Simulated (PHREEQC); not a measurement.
A solution holds 0.0015 mol/kgw Cu(BF4)2 and 0.00061 mol/kgw HCl, at 15 °C. Closed to the air; pH follows from the charge balance.

All values are PHREEQC results (ion-association model, phreeqc.dat), not measurements.

Each row changes one thing in this solution. This is a speciation only: nothing precipitates in the calculation.

```csv
case,pH,ionic strength (mol/kgw)
as made,2.90,0.00579
Cu(BF4)2 left out,3.23,0.000610
HCl replaced by CdCl2 at the same molality,3.01,0.00721
diluted 2-fold with water,3.00,0.00327
0.0016 mol/kgw HBF4 added,2.64,0.00693
0.00048 mol/kgw KCl added,2.90,0.00628
0.00059 mol/kgw HNO3 added,2.80,0.00616
HCl from 0.00061 to 0.000671 mol/kgw,2.89,0.00583
```

Real BF4- forms and hydrolyses slowly; the run takes it at equilibrium.
